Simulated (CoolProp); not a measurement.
A single-stage vapour-compression cycle with cyclopentane: evaporating at 306.15 K (dew point), condensing at 372.15 K (bubble point), superheat 5 K, subcooling 8 K, compressor efficiency 0.65, no pressure losses. Each further row changes one setting.

The numbers come from the reference Helmholtz-energy equation of state, Gedanitz 2015 in CoolProp.

```tsv
case	cooling COP	pressure ratio	discharge temperature (K)	refrigerating effect (kJ/kg)	volumetric capacity (kJ/m³)
as stated	2.51	7.08	396.2	291	463
evaporating temperature 311.15 K	2.82	(withheld)	393.7	(withheld)	(withheld)
condensing temperature 367.15 K	2.78	6.27	391.1	302	481
subcooling 13 K	2.61	7.08	396.2	302	481
superheat 15 K	2.54	7.08	405.7	(withheld)	468
compressor efficiency 0.55	2.13	7.08	408.1	291	463
```

Q: Some entries are withheld; supply them.

A: 
- evaporating temperature 311.15 K, pressure ratio: 5.90
- evaporating temperature 311.15 K, refrigerating effect (kJ/kg): 297
- evaporating temperature 311.15 K, volumetric capacity (kJ/m³): 560
- superheat 15 K, refrigerating effect (kJ/kg): 304
